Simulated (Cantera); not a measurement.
A perfectly stirred reactor is fed with H2 : O2 : N2 = 1 : 0.455 : 1.71 (molar parts), equivalence ratio 1.1, at 560000 Pa; it is adiabatic with a 325 K inlet, and is followed from long to short residence time, starting on the burning branch (τ in s: 0.067, 0.022, 0.0075, 0.0025, 0.00083, 0.00028, 9.3e-05, 3.1e-05, 1e-05).

Model: the H2/O2 subset of GRI-Mech 3.0, which has no nitrogen chemistry, integrated in Cantera. The hydrogen kinetics of GRI-Mech 3.0 are dated; newer H2 mechanisms differ, most at raised pressure.

x: mole fraction; the columns are a selection and need not sum to one.

```
τ (s)    T (K)    x H2      x O2   x H2O2       x O    x HO2  x H2O
-------  -----  ------  --------  -------  --------  -------  -----
0.067     2450  0.0347  0.000397  1.00e-7   9.77e-5  3.27e-7  0.331
0.022     2448  0.0349  0.000463  1.12e-7  0.000109  3.85e-7  0.330
0.0075    2441  0.0353  0.000635  1.42e-7  0.000140  5.49e-7  0.330
0.0025    2426  0.0363         ?        ?         ?        ?  0.327
0.00083   2397  0.0383         ?        ?         ?        ?  0.323
0.00028   2347  0.0416   0.00349  5.50e-7  0.000800  4.97e-6  0.316
9.3e-5    2267  0.0466   0.00611  8.43e-7   0.00158  1.08e-5  0.306
3.1e-5    2147  0.0532    0.0101  1.28e-6   0.00294  2.26e-5  0.291
1.0e-5    1974  0.0619    0.0163  2.20e-6   0.00489  4.69e-5  0.272
```

Problem. Some entries are withheld; supply them.

Solution. 
- 0.0025, x O2: 0.00105
- 0.0025, x H2O2: 2.11e-7
- 0.0025, x O: 0.000220
- 0.0025, x HO2: 1.02e-6
- 0.00083, x O2: 0.00192
- 0.00083, x H2O2: 3.44e-7
- 0.00083, x O: 0.000408
- 0.00083, x HO2: 2.22e-6
